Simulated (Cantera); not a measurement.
A freely propagating, adiabatic, planar premixed flame of 9.96 % CH₃OH, 18.9 % O₂, 71.1 % N₂, unburnt at 700 K and 0.138 atm; mixture-averaged transport, grid criteria slope 0.08 and curve 0.16, no radiation.

Model: GRI-Mech 3.0 (53 species, 325 reactions), integrated in Cantera. GRI-Mech 3.0 was tuned for natural gas; its chemistry of methanol as a main component is partial and can be far from experiment. Burning velocities carry a grid error of a few per cent, more on coarse grids.

**Question.** Predict: laminar burning velocity; thermal thickness; peak x(O); peak x(H₂); peak x(CO); peak x(CH₃).

**Answer.** 
```json
{
  "laminar_burning_velocity": "178 cm/s",
  "thermal_thickness": "1.66 mm",
  "peak x(O)": "0.00909",
  "peak x(H₂)": "0.0258",
  "peak x(CO)": "0.0615",
  "peak x(CH₃)": "0.000123"
}
```
